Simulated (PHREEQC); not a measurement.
Solution (80 °C): 8.9 mmol/kgw NaHS and 0.24 mmol/kgw NaBF4. Closed to the air; pH follows from the charge balance.

The numbers come from PHREEQC with the ion-association model, phreeqc.dat.

```csv
quantity,before,after
pH,7.53,3.63
ionic strength (mol/kgw),0.00914,0.000479
```

Name the change that produced these shifts.
A) NaHS left out
B) NaBF4 left out
C) diluted 5-fold with water
D) NaHS from 0.0089 to 0.00445 mol/kgw
E) NaBF4 from 0.00024 to 2.4e-05 mol/kgw

A, NaHS left out

Precipitation was switched off in this run. Constants without temperature data keep their 25 °C values here. Real BF4- forms and hydrolyses slowly; the run takes it at equilibrium.
